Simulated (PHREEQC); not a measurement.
Model water analysis in mmol/kgw, 15 °C, pH 3.88, pe 8.1:

| constituent | mmol/kgw |
|---|---|
| Na | 9.51 |
| K | 1.55 |
| Ca | 0.461 |
| Mg | 0.542 |
| Cl | 1.66 |
| S(6) | 10.4 |
| Al | 3.98 |
| Mn(2) | 0.033 |
| Pb | 0.0106 |
| Fe(3) | 0.00201 |

Cl is adjusted to close the charge balance.
Valence states are taken as typed.

All values are PHREEQC results (ion-association model, phreeqc.dat), not measurements.

**Question.** The ionic strength comes out as 0.0275 mol/kgw. What activity coefficients do Na+, Mn+2, Ca+2, Cl-, Pb+2 get?

**Answer.** Na+ 0.86, Mn+2 0.56, Ca+2 0.55, Cl- 0.85, Pb+2 0.54.

No solid was allowed to form. Examples of supersaturated solids here: Jarosite-K, Hematite (slow to form). Others may be too.
